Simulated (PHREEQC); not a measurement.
**Silver or lead bath with nickel, zinc or cadmium bath: speciation**

Solution A (3.2 mmol/kgw Ag2SO4 and 100 mmol/kgw NaNO3) is mixed with solution B (0.002 mol/kgw CdCl2, 0.015 mol/kgw Na2SO4 and 0.098 mol/kgw NiCl2) at 20 °C; shares are by mass of water, 1 kg in all. O2 is buffered at 0.21 atm. The system is closed to CO2. The run lets Cd(OH)2, CdOHCl, Ni(OH)2, Ni4(OH)6SO4, Cerargyrite, Ag2O, Ag2SO4, Halite, Mirabilite, Morenosite precipitate or redissolve, and no other solid.

Equilibrium calculation in PHREEQC: ion-association model, wateq4f.dat.

### Question
Predict Cerargyrite (mol), Cl in solution (mol/kgw), Ag+ (mol/kgw), Ni+2 (mol/kgw) at share of solution B = 0.45, 0.65, 0.7, 0.9.

### Answer
```csv
share of solution B,Cerargyrite (mol),Cl in solution (mol/kgw),Ag+ (mol/kgw),Ni+2 (mol/kgw)
0.45,0.00352,0.0865,2.55e-9,0.0382
0.65,0.00224,0.128,1.81e-9,0.0534
0.7,0.00192,0.138,1.69e-9,0.0570
0.9,0.000634,0.179,1.35e-9,0.0710
```

Complexes and solids missing from the database can't appear.
